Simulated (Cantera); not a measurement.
A closed system holds: 1 mol C2H4, 0.11 mol NH3, 1.2 mol H2, 0.69 mol CO2, at 2773 K and 1800000 Pa.

Cantera equilibrium calculation (NASA polynomials, part measured and part estimated; ideal gas, pure solids and liquids). Candidate condensed phases: C, C6H6, C7H8, C8H18, H2O; 136 gas species. The numbers say what is thermodynamically allowed, not how fast it happens.

Base state: H2 0.662, CO 0.286, C2H2 (acetylene) 0.0202, H 0.0143, HCN 0.00854, N2 0.00644, HNC 0.00133, CH4 0.000800 (mole fractions); condensed: C(graphite).

**Question.** What changes in the equilibrium state with this change: CO2 from 0.69 to 5 mol?

**Answer.** 
```csv
species,before,after
CO,0.286,0.563
H2O,4.52e-5,0.179
H2,0.662,0.138
C2H2 (acetylene),0.0202,<1e-9
CO2,2.83e-6,0.105
H,0.0143,0.00652
C4H2,0.000255,<1e-9
CH4,0.000800,3.64e-9
CH3,0.000290,2.89e-9
C2H4,7.31e-5,<1e-9
"C(graphite), mol",1.06,0
```
